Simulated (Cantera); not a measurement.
Input: 1 mol HgO, 86 mol H2, equilibrated at 1173 K and 2.50 bar.

Method: chemical equilibrium by Gibbs-energy minimisation in Cantera with the NASA 1993 tables (ideal gas, pure condensed phases). Candidate condensed phases: H2O, Hg, HgO; 10 gas species. Kinetics and transport are ignored.

Base state: H2 0.977, H2O 0.0115, Hg 0.0115 (mole fractions); condensed: gas only.

What changes in the equilibrium state with this change: HgO replaced by Fe(CO)5?


```csv
species,before,after
H2,0.977,0.932
CO,0,0.0434
CH4,0,0.0125
Hg,0.0115,0
H2O,0.0115,0.0121
CO2,0,0.000442
"Fe(α), mol",0,1.00
```
Further candidate phases: C, C6H6, C7H8, C8H18, Fe, Fe(CO)5, FeO, Fe(OH)2, Fe(OH)3, Fe2O3, Fe3O4.
